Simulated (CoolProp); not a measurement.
Vapour pressure (bar) of carbon monoxide: the reference equation beside estimates from Tc = 132.9 K, pc = 34.98 bar, ω = 0.050. Clausius-Clapeyron is anchored at 108.1 K with a constant enthalpy of vaporisation of 4.650 kJ/mol.

The numbers come from the reference Helmholtz-energy equation of state, Lemmon 2006 in CoolProp. It is a short technical equation, of lower accuracy than the large ones.

```tsv
T (K)	reference	Clausius-Clapeyron	van der Waals	Peng-Robinson
106.2	8.383	8.638	13.36	8.398
108.1	9.475	9.475	14.49	9.495
109.9	10.60	10.31	15.62	10.63
111.7	11.82	11.19	16.81	11.85
113.5	13.13	12.12	18.05	13.18
115.3	14.55	13.09	19.34	14.60
117.1	16.07	14.10	20.69	16.14
118.9	17.71	15.16	22.09	17.79
120.8	19.56	16.32	23.64	19.66
122.6	21.44	17.47	25.16	21.56
124.4	23.46	18.66	26.74	23.58
126.2	25.61	19.90	28.39	25.74
128	27.90	21.18	30.09	28.04
129.8	30.36	22.50	31.85	30.48
```

Absolute difference from the reference over all 14 rows, mean and median: Clausius-Clapeyron 13.1 and 13.3 %, van der Waals 28.7 and 26.7 %, Peng-Robinson 0.4 and 0.4 %.
